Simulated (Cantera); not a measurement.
A closed system holds: 1 mol SiH2Cl2, 23 mol H2, 1.1 mol C2H2, held at 1950 °C and 0.0250 bar.

Cantera equilibrium calculation (NASA polynomials, part measured and part estimated; ideal gas, pure solids and liquids). Candidate condensed phases: C, C6H6, C7H8, C8H18, Si, SiC; 109 gas species. The tables' values for SiCl are old estimates; treat these amounts as uncertain. Gases not in the tables: Si2H6 and higher silanes. Rates play no part.

Base state: H2 0.883, HCl 0.0700, H 0.0381, C2H2 (acetylene) 0.00256, Cl 0.00219, Si 0.00212, SiCl2 0.00120, SiCl 0.000282 (mole fractions); condensed: C(graphite) + SiC(s).

Q: What changes in the equilibrium state with this change: SiH2Cl2 replaced by Si(CH3)4?

A: 
```tsv
species	before	after
H2	0.883	0.955
H	0.0381	0.0396
C2H2 (acetylene)	0.00256	0.00277
HCl	0.0700	0
Cl	0.00219	0
Si	0.00212	0.00212
SiCl2	0.00120	0
SiCl	0.000282	0
SiH2	3.37e-5	3.65e-5
C(graphite), mol	1.16	5.10
SiC(s), mol	0.886	0.914
```
